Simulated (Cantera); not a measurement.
Cantera run:

```python
import numpy as np
import cantera as ct

gas_names = """
    H H2 N NH NH2 NH3 N2 N2H2 N2H4 Si SiH SiH2 SiH3 SiH4 SiN Si2 Si2N Si3
""".split()
cond_names = """
    Si(cr) Si(L) Si3N4(a)
""".split()


# ... load() reads the species with a 1 bar reference pressure and builds the phases ...
atoms = {
    'SiH4': {'Si': 1, 'H': 4},
    'NH3': {'N': 1, 'H': 3},
    'H2': {'H': 2},
}
top_T = {'Si3N4(a)': 2400}  # K; cautious upper limits of use, not melting points


# ... equilibrate(T, P, feed) seeds the gas with the atoms and calls Mixture.equilibrate('TP', solver="vcs", rtol=1e-11, max_steps=5000) ...
results = []
feed = {'SiH4': 1, 'NH3': 2.2, 'H2': 0.47}  # mol
P = 133.322  # Pa
for T in [1750, 1775, 1800, 1825, 1850, 1875, 1900, 1925, 1950, 1975]:
    mix = equilibrate(T, P, feed)
    results.append((T, P, feed, dict(zip(mix.species_names, mix.species_moles))))
    x = sorted(zip(gas.X, gas.species_names), reverse=True)
    print(f"T = {T:g} K  P = {P:g} Pa  gas = {mix.phase_moles(0):.4g} mol")
    print("   x: " + "  ".join(f"{s} {v:.3e}" for v, s in x if v > 1e-06))
    print("   condensed (mol): " + ("  ".join(f"{mix.phase(i).name} {mix.phase_moles(i):.4g}"
          for i in range(1, mix.n_phases) if mix.phase_moles(i) > 1e-12) or "none"))
```

It prints:

```
T = 1750 K  P = 133.322 Pa  gas = 6.898 mol
   x: H2 8.335e-01  N2 1.595e-01  H 5.815e-03  Si 1.126e-03  SiH 4.965e-05  SiH2 1.736e-05  Si2N 1.440e-05  SiN 8.463e-06  Si2 5.823e-06  Si3 1.425e-06
   condensed (mol): Si(L) 0.9914
T = 1775 K  P = 133.322 Pa  gas = 6.907 mol
   x: H2 8.317e-01  N2 1.592e-01  H 7.229e-03  Si 1.646e-03  SiH 6.729e-05  SiH2 2.082e-05  Si2N 1.893e-05  SiN 1.145e-05  Si2 9.215e-06  Si3 2.224e-06
   condensed (mol): Si(L) 0.9875
T = 1800 K  P = 133.322 Pa  gas = 6.918 mol
   x: H2 8.295e-01  N2 1.590e-01  H 8.931e-03  Si 2.382e-03  SiH 9.037e-05  SiH2 2.483e-05  Si2N 2.470e-05  SiN 1.536e-05  Si2 1.439e-05  Si3 3.425e-06
   condensed (mol): Si(L) 0.982
T = 1825 K  P = 133.322 Pa  gas = 6.932 mol
   x: H2 8.267e-01  N2 1.586e-01  H 1.097e-02  Si 3.411e-03  SiH 1.203e-04  Si2N 3.196e-05  SiH2 2.944e-05  Si2 2.220e-05  SiN 2.042e-05  Si3 5.212e-06
   condensed (mol): Si(L) 0.9743
T = 1850 K  P = 133.322 Pa  gas = 6.951 mol
   x: H2 8.233e-01  N2 1.582e-01  H 1.339e-02  Si 4.837e-03  SiH 1.589e-04  Si2N 4.105e-05  SiH2 3.471e-05  Si2 3.384e-05  SiN 2.694e-05  Si3 7.838e-06
   condensed (mol): Si(L) 0.9636
T = 1875 K  P = 133.322 Pa  gas = 6.976 mol
   x: H2 8.189e-01  N2 1.577e-01  H 1.625e-02  Si 6.794e-03  SiH 2.081e-04  Si2N 5.234e-05  Si2 5.100e-05  SiH2 4.069e-05  SiN 3.526e-05  Si3 1.165e-05
   condensed (mol): Si(L) 0.9489
T = 1900 K  P = 133.322 Pa  gas = 7.007 mol
   x: H2 8.135e-01  N2 1.569e-01  H 1.960e-02  Si 9.458e-03  SiH 2.704e-04  Si2 7.600e-05  Si2N 6.626e-05  SiH2 4.744e-05  SiN 4.580e-05  Si3 1.714e-05
   condensed (mol): Si(L) 0.9288
T = 1925 K  P = 133.322 Pa  gas = 7.048 mol
   x: H2 8.067e-01  N2 1.560e-01  H 2.352e-02  Si 1.305e-02  SiH 3.485e-04  Si2 1.121e-04  Si2N 8.330e-05  SiN 5.903e-05  SiH2 5.497e-05  Si3 2.495e-05
   condensed (mol): Si(L) 0.9015
T = 1950 K  P = 133.322 Pa  gas = 7.1 mol
   x: H2 7.984e-01  N2 1.548e-01  H 2.805e-02  Si 1.786e-02  SiH 4.458e-04  Si2 1.636e-04  Si2N 1.040e-04  SiN 7.551e-05  SiH2 6.331e-05  Si3 3.596e-05
   condensed (mol): Si(L) 0.8645
T = 1975 K  P = 133.322 Pa  gas = 7.168 mol
   x: H2 7.880e-01  N2 1.533e-01  H 3.327e-02  Si 2.425e-02  SiH 5.657e-04  Si2 2.364e-04  Si2N 1.289e-04  SiN 9.588e-05  SiH2 7.244e-05  Si3 5.133e-05
   condensed (mol): Si(L) 0.8146
```

These are equilibrium values from Cantera (NASA tables, ideal gas, pure condensed phases), not measurements of a reactor. The tables' values for SiN are old estimates; treat these amounts as uncertain. Gases not in the tables: Si2H6 and higher silanes.
